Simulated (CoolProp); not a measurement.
Vapour-liquid equilibrium of diethyl ether (1) + benzene (2) at 0.0327 MPa; x and y are mole fractions of (1).

Values from CoolProp's multi-fluid Helmholtz-energy mixture model, Thol 2014 and Thol 2012; pair parameters Bell 2016.

Task: Give the bubble temperature and the first vapour's composition at x = 0.25, 0.35, 0.65. Is there an azeotrope?

Result: x = 0.25: 302.8 K, y = 0.636; x = 0.35: 298.0 K, y = 0.745; x = 0.65: 287.5 K, y = 0.917. No azeotrope shows between x = 0.05 and 0.95.

The pair parameters rest on a limited set of measurements; away from them the model extrapolates.
